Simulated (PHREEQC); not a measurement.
# Brine (model solution)

A solution holds 0.23 mol/kgw CaCl2 and 0.0044 mol/kgw BaCl2, at 25 °C. Closed to the air; pH follows from the charge balance.

All values are PHREEQC results (ion-association model, phreeqc.dat), not measurements.

Precipitation was switched off in this run.

Predict the activity of water, density.

activity of water 0.988; density 1.018 g/cm³.

Ionic strength above about 0.7 mol/kgw puts this run outside the model's range. Species that the database lacks are ignored.
